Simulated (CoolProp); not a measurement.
Computed with CoolProp (reference Helmholtz-energy equation of state, Wu 2011).

### Question
For dimethyl ether, give the phase and the Z, speed of sound (m/s), Joule-Thomson coefficient (K/MPa), isothermal compressibility (1/MPa) at 210.2 K and 17.7 MPa; 328.9 K and 17.7 MPa.

### Answer
- 210.2 K and 17.7 MPa: liquid; Z 0.584, speed of sound 1450, Joule-Thomson coefficient -0.407, isothermal compressibility 0.000863
- 328.9 K and 17.7 MPa: liquid; Z 0.460, speed of sound 884, Joule-Thomson coefficient -0.181, isothermal compressibility 0.00297
